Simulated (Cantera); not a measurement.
Charge: 1 mol CaCO3, 4 mol O2, equilibrated at 13300 Pa.

Equilibrium computed with Cantera from the NASA thermochemical tables; the gas is ideal and each condensed phase is pure. Candidate condensed phases: C, Ca, CaCO3, CaO; 15 gas species. Rates play no part.

x: gas mole fraction; n: condensed amount in mol.

| T (°C) | x O2 | x CO2 | x O | x CO | x O3 | n CaCO3(calcite) | n CaO(s) |
|---|---|---|---|---|---|---|---|
| 327 | 1.00 | 3.76e-7 | <1e-12 | <1e-12 | <1e-12 | 1.000 | 0 |
| 427 | 1.000 | 5.60e-5 | <1e-12 | <1e-12 | <1e-12 | 1.000 | 0.000224 |
| 527 | 0.998 | 0.00233 | <1e-12 | <1e-12 | <1e-12 | 0.991 | 0.00935 |
| 627 | 0.958 | 0.0417 | 1.44e-11 | <1e-12 | <1e-12 | 0.826 | 0.174 |
| 727 | 0.800 | 0.200 | (withheld) | (withheld) | (withheld) | 0 | 1.00 |
| 827 | 0.800 | 0.200 | 6.11e-9 | 8.18e-10 | 1.24e-11 | 0 | 1.00 |
| 927 | 0.800 | 0.200 | 6.14e-8 | 1.07e-8 | 4.56e-11 | 0 | 1.00 |
| 1027 | 0.800 | 0.200 | 4.33e-7 | 9.37e-8 | 1.38e-10 | 0 | 1.00 |
| 1127 | 0.800 | 0.200 | 2.32e-6 | 6.01e-7 | 3.57e-10 | 0 | 1.00 |
| 1227 | 0.800 | 0.200 | 9.93e-6 | 3.00e-6 | 8.16e-10 | 0 | 1.00 |
| 1327 | 0.800 | 0.200 | 3.55e-5 | 1.22e-5 | 1.68e-9 | 0 | 1.00 |
| 1427 | 0.800 | 0.200 | (withheld) | (withheld) | (withheld) | 0 | 1.00 |
| 1527 | 0.800 | 0.200 | 0.000298 | 0.000126 | 5.67e-9 | 0 | 1.00 |
| 1627 | 0.799 | 0.200 | 0.000730 | 0.000335 | 9.49e-9 | 0 | 1.00 |

Problem. What belongs in the gaps?

Solution. 
- 727, x O: 3.85e-10
- 727, x CO: 3.73e-11
- 727, x O3: 2.59e-12
- 1427, x O: 0.000109
- 1427, x CO: 4.20e-5
- 1427, x O3: 3.20e-9
